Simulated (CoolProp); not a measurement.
Properties of C3F8 (R218) along the isobar 39.2 bar (Tc = 345.0 K, pc = 26.40 bar, ω = 0.317).

The numbers come from the reference Helmholtz-energy equation of state, Lemmon 2006 in CoolProp. It is a short technical equation, of lower accuracy than the large ones.

```
T (K)          phase  isothermal compressibility (1/MPa)  expansivity (1/kK)  viscosity (µPa s)  conductivity (mW/(m K))  fugacity coefficient
-----  -------------  ----------------------------------  ------------------  -----------------  -----------------------  --------------------
340.5         liquid                             0.04853               8.947               95.4                     38.4                0.4587
348.1  supercritical                             0.08685               12.70               79.7                     36.9                0.5068
355.8  supercritical                              0.2014               21.54               62.6                     35.8                0.5541
363.5  supercritical                                   ?                   ?               44.4                     35.1                0.5974
371.1  supercritical                              0.6084               29.69               33.1                     32.5                0.6333
378.8  supercritical                              0.5204               19.63               28.4                     30.1                0.6638
386.4  supercritical                              0.4571               14.39               26.2                     28.8                0.6898
394.1  supercritical                              0.4153               11.35               24.9                     28.1                0.7131
401.7  supercritical                                   ?               9.430               24.1                     27.8                0.7339
409.4  supercritical                              0.3655               8.085               23.6                     27.7                0.7531
417    supercritical                              0.3495               7.111               23.4                     27.8                0.7703
424.7  supercritical                              0.3367               6.357               23.2                     28.1                0.7864
432.3  supercritical                              0.3264                   ?               23.1                     28.5                0.8011
440    supercritical                              0.3177               5.285               23.1                     28.9                0.8148
```

Q: What belongs in the gaps?

A: 
- 363.5, isothermal compressibility (1/MPa): 0.5152
- 363.5, expansivity (1/kK): 36.46
- 401.7, isothermal compressibility (1/MPa): 0.3868
- 432.3, expansivity (1/kK): 5.768

Viscosity comes from a separate model (Huber 2003), an estimate that may be off by 10 % or more. Thermal conductivity comes from a separate model (Huber 2003), an estimate that may be off by 10 % or more.
